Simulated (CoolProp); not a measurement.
Vapour-liquid equilibrium of CHF3 (R23) (1) + R227EA (2) at 251.2 K; x and y are mole fractions of (1).

Model: multi-fluid Helmholtz-energy mixture model, Penoncello 2003 and Lemmon 2016; pair parameters Bell 2016, in CoolProp.

```
x     bubble pressure (MPa)  y at the bubble point  dew pressure at overall composition x (MPa)  liquid density (mol/L)
----  ---------------------  ---------------------  -------------------------------------------  ----------------------
0.05                 0.1365                  0.434                                      0.08305                   9.436
0.15                 0.2602                  0.721                                      0.09251                   9.944
0.25                 0.3888                  0.826                                       0.1044                   10.49
0.35                 0.5158                  0.880                                       0.1197                   11.09
0.45                 0.6379                  0.912                                       0.1401                   11.74
0.55                 0.7550                  0.934                                       0.1689                   12.46
0.65                 0.8692                  0.951                                       0.2125                   13.25
0.75                 0.9844                  0.965                                       0.2862                   14.12
0.85                  1.106                  0.979                                       0.4368                   15.10
0.95                  1.239                  0.993                                       0.8646                   16.21
```

No azeotrope shows between x = 0.05 and 0.95.

Pair parameters are fitted to limited data, so mixtures are less certain than the pure fluids. The gap from Raoult's law changes sign with composition, which may be real or a fault of the pair parameters; it wasn't checked against measurements.
